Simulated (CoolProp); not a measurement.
Properties of CHF3 (R23) along the isobar 4.21 MPa.

Values from CoolProp's reference Helmholtz-energy equation of state, Penoncello 2003.

```tsv
T (K)	phase	cp (kJ/(kg K))	cv (kJ/(kg K))	speed of sound (m/s)	viscosity (µPa s)	conductivity (mW/(m K))
295.6	gas	3.559	0.9241	138.7	19.0	24.5
315.5	gas	1.400	…	…	18.0	22.1
335.5	gas	1.145	0.7491	185.3	18.3	22.1
355.4	gas	1.056	0.7505	197.8	18.9	22.5
375.3	gas	1.021	0.7627	…	19.6	23.1
395.3	gas	1.008	0.7799	217.6	20.3	…
415.2	gas	1.006	0.7991	226.0	…	24.7
435.1	gas	1.012	0.8193	233.7	21.8	25.5
455.1	gas	1.021	0.8398	240.8	22.5	26.4
475	gas	1.033	0.8600	247.6	23.2	27.4
```

### Question
Fill in the missing entries.

### Answer

- 315.5, cv (kJ/(kg K)): 0.7758
- 315.5, speed of sound (m/s): 168.8
- 375.3, speed of sound (m/s): 208.4
- 395.3, conductivity (mW/(m K)): 23.9
- 415.2, viscosity (µPa s): 21.0

Viscosity comes from a separate model (Shan 2000). Thermal conductivity comes from a separate model (Shan 2000).
